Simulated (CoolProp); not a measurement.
Properties of carbon monoxide at several states.

The numbers come from the reference Helmholtz-energy equation of state, Lemmon 2006 in CoolProp. It is a short technical equation, of lower accuracy than the large ones.

```
T (°C)  p (kPa)          phase           Z  cp (kJ/(kg K))  cv (kJ/(kg K))  expansivity (1/kK)
------  -------  -------------  ----------  --------------  --------------  ------------------
95.45      4580  supercritical       1.009           1.094          0.7550               2.869
8.05       84.1            gas      0.9995           1.042          0.7433               3.567
125.75    11200  supercritical       1.039           1.140          0.7663          (withheld)
-79.55     8130  supercritical  (withheld)           1.706      (withheld)          (withheld)
```

**Question.** Fill in the missing entries.

**Answer.** 
- 125.75, expansivity (1/kK): 2.691
- -79.55, Z: 0.8014
- -79.55, cv (kJ/(kg K)): 0.8116
- -79.55, expansivity (1/kK): 10.75
